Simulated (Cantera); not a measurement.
**Thermodynamics of iron carbonyl, mercury and lead vapours, feed Pb + CO + N2**

A closed system holds: 1 mol Pb, 0.34 mol CO, 57 mol N2, equilibrated at 900 °C and 29.0 Pa.

These are equilibrium values from Cantera (NASA tables, ideal gas, pure condensed phases), not measurements of a reactor. Candidate condensed phases: C, Pb, PbO, PbO2, Pb3O4; 27 gas species. Equilibrium is a limit: real reactors are often held back by kinetics, nucleation or transport.

| Quantity | Value |
|---|---|
| x(N2) | 0.977 |
| x(Pb) | 0.0171 |
| x(CO) | 0.00583 |
| gas amount | 58.34 mol |
| log10 activity of Pb(l) (absent) | -1.93 |
| log10 activity of PbO2(s) (absent) | -30.65 |
